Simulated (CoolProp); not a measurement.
The fluid at 330.86 K and 0.689 MPa is throttled through a valve to 0.116 MPa with no heat exchange. The same conditions are run with several fluids, on thermodynamics alone (safety and materials aside).

Values from CoolProp's reference Helmholtz-energy equation of state of each fluid (R227EA: Lemmon 2016; R404A: Lemmon 2003; carbonyl sulfide: Lemmon 2006; hydrogen chloride: Thol 2018; R22: Kamei 1995). Blends and air are pseudo-pure fits.

Problem. Rank R227EA, R404A, carbonyl sulfide, hydrogen chloride, R22 by temperature change (K), highest first.

Solution. hydrogen chloride (-7.2), R404A (-7.5), R227EA (-8.3), carbonyl sulfide (-9.4), R22 (-9.7)

```json
[
 {"fluid": "R227EA", "final density (kg/m³)": "7.53"},
 {"fluid": "R404A", "final density (kg/m³)": "4.27"},
 {"fluid": "carbonyl sulfide", "final density (kg/m³)": "2.63"},
 {"fluid": "hydrogen chloride", "final density (kg/m³)": "1.58"},
 {"fluid": "R22", "final density (kg/m³)": "3.81"}
]
```
